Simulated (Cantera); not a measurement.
Feed: 1 mol Si2Cl6, 53 mol H2, at 0.850 bar.

Method: chemical equilibrium by Gibbs-energy minimisation in Cantera with the NASA 1993 tables (ideal gas, pure condensed phases). Candidate condensed phases: Si; 19 gas species. The feed counts by its element totals alone. Gases not in the tables: Si2H6 and higher silanes. The numbers say what is thermodynamically allowed, not how fast it happens.

Over these rows the condensed part is Si(s). Partial pressures as log10 of bar:

```tsv
T (K)	1000/T (1/K)	log p SiHCl3	log p H2	log p HCl	log p SiCl2
1300	0.7692	-2.26	-0.10	-1.44	-2.34
1375	0.7273	-2.45	-0.10	-1.34	-2.13
1450	0.6897	-2.69	-0.11	-1.29	-1.98
1525	0.6557	-2.98	-0.11	-1.26	-1.90
1600	0.6250	-3.28	-0.11	-1.25	-1.85
1675	0.5970	?	-0.11	-1.24	-1.82
```

### Question
Fit log p(SiHCl3) = a + b·(1000/T) to the five rows, give the apparent enthalpy, and predict the row at 1675 K.

### Answer
Means: 1000/T = 0.6934, log p = -2.732. Sxy = 0.092015, Sxx = 0.0130084, so b = 7.07 and a = -2.732 − (7.07)×0.6934 = -7.63.
Apparent enthalpy: −19.145 × (7.07) = -135 kJ/mol. With the condensed phases at unit activity, Si(s) + 3 HCl(g) = SiHCl3(g) + H2(g) links this pressure to the main gases: over the six rows their terms move log p by +0.61 in all, so the slope isn't that reaction's ΔH° alone. The five rows lie within 0.07 of the line.
Prediction at 1675 K: -7.63 + (7.07)×0.5970 = -3.41. The computed value is -3.57, 0.16 from the line.
